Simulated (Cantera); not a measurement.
A perfectly stirred reactor is fed with CH4 : C2H6 : C3H8 : O2 : N2 = 1 : 1.1 : 0.036 : 5.48 : 20.6 (molar parts), equivalence ratio 1.1, at 0.987 atm; it is adiabatic with a 775 K inlet, and is followed from long to short residence time, starting on the burning branch (τ in s: 0.17, 0.083, 0.04, 0.02, 0.0096, 0.0047, 0.0023, 0.0011, 0.00054, 0.00027, 0.00013, 6.3e-05, 3.1e-05).

Model: GRI-Mech 3.0 (53 species, 325 reactions), integrated in Cantera.

Problem. What does this change do: pressure from 0.987 atm to 19.7 atm?

Solution. 
```json
[
 {"quantity": "blow-out, bracketed by the residence times tried", "before": "burning at 31.0 µs, the shortest tried", "after": "burning at 31.0 µs, the shortest tried"},
 {"quantity": "x(CH4) at τ = 0.170 s", "before": "3.74e-7", "after": "1.03e-7"},
 {"quantity": "x(C2H6) at τ = 0.170 s", "before": "3.08e-8", "after": "3.48e-9"},
 {"quantity": "x(C3H8) at τ = 0.170 s", "before": "1.28e-9", "after": "1.60e-10"},
 {"quantity": "x(N2O) at τ = 0.170 s", "before": "1.55e-7", "after": "3.96e-7"},
 {"quantity": "x(HCN) at τ = 0.170 s", "before": "2.21e-7", "after": "5.74e-8"},
 {"quantity": "x(CH4) at τ = 2.30 ms", "before": "1.27e-5", "after": "6.05e-6"},
 {"quantity": "x(C2H6) at τ = 2.30 ms", "before": "2.16e-6", "after": "2.51e-7"},
 {"quantity": "x(C3H8) at τ = 2.30 ms", "before": "6.61e-8", "after": "1.11e-8"},
 {"quantity": "x(N2O) at τ = 2.30 ms", "before": "1.14e-7", "after": "4.40e-7"},
 {"quantity": "x(HCN) at τ = 2.30 ms", "before": "1.84e-6", "after": "2.40e-6"}
]
```
The pressure lies above the range GRI-Mech 3.0 was tuned for (to about 10 atm).

Problem. What does this change do: pressure from 0.987 atm to 9.87 atm?

Solution. 
```json
[
 {"quantity": "blow-out, bracketed by the residence times tried", "before": "burning at 31.0 µs, the shortest tried", "after": "burning at 31.0 µs, the shortest tried"},
 {"quantity": "x(CH4) at τ = 0.170 s", "before": "3.74e-7", "after": "1.28e-7"},
 {"quantity": "x(C2H6) at τ = 0.170 s", "before": "3.08e-8", "after": "5.46e-9"},
 {"quantity": "x(C3H8) at τ = 0.170 s", "before": "1.28e-9", "after": "2.52e-10"},
 {"quantity": "x(N2O) at τ = 0.170 s", "before": "1.55e-7", "after": "3.36e-7"},
 {"quantity": "x(HCN) at τ = 0.170 s", "before": "2.21e-7", "after": "7.59e-8"},
 {"quantity": "x(CH4) at τ = 2.30 ms", "before": "1.27e-5", "after": "6.82e-6"},
 {"quantity": "x(C2H6) at τ = 2.30 ms", "before": "2.16e-6", "after": "3.90e-7"},
 {"quantity": "x(C3H8) at τ = 2.30 ms", "before": "6.61e-8", "after": "1.69e-8"},
 {"quantity": "x(N2O) at τ = 2.30 ms", "before": "1.14e-7", "after": "3.86e-7"},
 {"quantity": "x(HCN) at τ = 2.30 ms", "before": "1.84e-6", "after": "2.74e-6"}
]
```
